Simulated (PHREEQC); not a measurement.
Copper plating or etch bath: speciation

Consider water at 25 °C with 0.24 mol Cu(NO3)2 per kg of water. Closed to the air; pH follows from the charge balance.

Computed with PHREEQC (ion-association model, wateq4f.dat).

Precipitation was switched off in this run.

**Question.** Estimate the pH.

**Answer.** pH 4.06.

Caution: at this ionic strength the ion-association model is outside its range; a Pitzer model would be the better tool where its parameters exist.
